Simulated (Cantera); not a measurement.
Cantera run:

```python
import numpy as np
import cantera as ct

gas_names = [...]  # 95 gases of nasa_gas.yaml made of C, F, H
cond_names = """
    C(gr) C6H6(L) C7H8(L) C8H18(L),n-octa
""".split()


# ... load() reads the species with a 1 bar reference pressure and builds the phases ...
atoms = {
    'c-C4F8': {'C': 4, 'F': 8},
    'H2': {'H': 2},
}
top_T = {'C(gr)': 4500}  # K; cautious upper limits of use, not melting points


# ... equilibrate(T, P, feed) seeds the gas with the atoms and calls Mixture.equilibrate('TP', solver="vcs", rtol=1e-11, max_steps=5000) ...
results = []
T = 1775  # K
P = 4600  # Pa
for m in [0.48, 0.59, 0.74, 0.93, 1.2, 1.5, 1.8, 2.3, 2.8, 3.5, 4.4, 5.5]:
    feed = {'c-C4F8': 1, 'H2': m}  # mol
    mix = equilibrate(T, P, feed)
    results.append((T, P, feed, dict(zip(mix.species_names, mix.species_moles))))

top = {s: max(r[3][s] / sum(r[3][g] for g in gas_names) for r in results) for s in gas_names}
cols = sorted((s for s in top if top[s] > 1e-06), key=lambda s: -top[s])[:5]
seen = [c for c in cond_names if any(r[3].get(c, 0) > 1e-12 for r in results)]
print("log10 of partial pressures in bar; condensed amounts in mol")
print(f"{'n(H2)':>10s}" + "".join(f"{s[:9]:>10s}" for s in cols + seen))
for T, P, feed, n in results:
    ng = sum(n[g] for g in gas_names)
    print(f"{feed['H2']:10.4g}" + "".join(f"{np.log10(max(n[s] / ng * P / 1e5, 1e-99)):10.3f}" for s in cols)
          + "".join(f"{n.get(c, 0):10.4g}" for c in seen))
```

Result:

```
log10 of partial pressures in bar; condensed amounts in mol
     n(H2)        HF       CF4        H2       CF2         F     C(gr)
      0.48    -1.791    -1.530    -9.567    -3.633    -4.379     2.233
      0.59    -1.727    -1.569    -9.420    -3.652    -4.389     2.288
      0.74    -1.661    -1.622    -9.262    -3.678    -4.402     2.363
      0.93    -1.600    -1.686    -9.107    -3.711    -4.418     2.458
       1.2    -1.538    -1.775    -8.939    -3.755    -4.440     2.593
       1.5    -1.490    -1.873    -8.793    -3.804    -4.465     2.743
       1.8    -1.454    -1.973    -8.672    -3.854    -4.489     2.893
       2.3    -1.412    -2.150    -8.499    -3.942    -4.534     3.144
       2.8    -1.382    -2.358    -8.336    -4.047    -4.586     3.394
       3.5    -1.353    -2.810    -8.051    -4.272    -4.699     3.746
       4.4    -1.358   -13.613    -2.661    -9.674    -7.400         4
       5.5    -1.412   -14.869    -2.140   -10.302    -7.714         4
```

These are equilibrium values from Cantera (NASA tables, ideal gas, pure condensed phases), not measurements of a reactor. The feed counts by its element totals alone. Gases not in the tables: C2F6 and larger saturated fluorocarbons.
